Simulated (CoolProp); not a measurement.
n-pentane along the isobar 1.01 bar: density (kg/m³) from the reference equation and from simpler models built on Tc = 469.7 K, pc = 33.68 bar, ω = 0.251; each cubic takes its own stable root.

Model: reference Helmholtz-energy equation of state, Thol 2019, in CoolProp.

```json
[
 {"T (K)": "266.8", "phase": "liquid", "reference": "651.6"},
 {"T (K)": "281.3", "phase": "liquid", "reference": "637.8"},
 {"T (K)": "295.9", "phase": "liquid", "reference": "623.5"},
 {"T (K)": "310.4", "phase": "gas", "reference": "2.951"},
 {"T (K)": "325", "phase": "gas", "reference": "2.800"},
 {"T (K)": "339.5", "phase": "gas", "reference": "2.666"},
 {"T (K)": "354.1", "phase": "gas", "reference": "2.544"},
 {"T (K)": "368.6", "phase": "gas", "reference": "2.435"},
 {"T (K)": "383.2", "phase": "gas", "reference": "2.336"},
 {"T (K)": "397.7", "phase": "gas", "reference": "2.245"}
]
```

**Question.** How far does each simpler model (van der Waals, Redlich-Kwong, Soave-Redlich-Kwong, Peng-Robinson) lie from the reference over these 10 states: mean and median of the absolute difference, and the worst?

**Answer.** 
- van der Waals: mean 30.6 %, median 1.4 %, worst -99.5 % at 295.9 K and 1.01 bar
- Redlich-Kwong: mean 12.6 %, median 0.7 %, worst -99.5 % at 295.9 K and 1.01 bar
- Soave-Redlich-Kwong: mean 2.8 %, median 0.4 %, worst -8.8 % at 266.8 K and 1.01 bar
- Peng-Robinson: mean 1.0 %, median 0.3 %, worst +3.1 % at 295.9 K and 1.01 bar

At some of these states van der Waals, Redlich-Kwong gives the other phase, because its saturation line lies elsewhere.
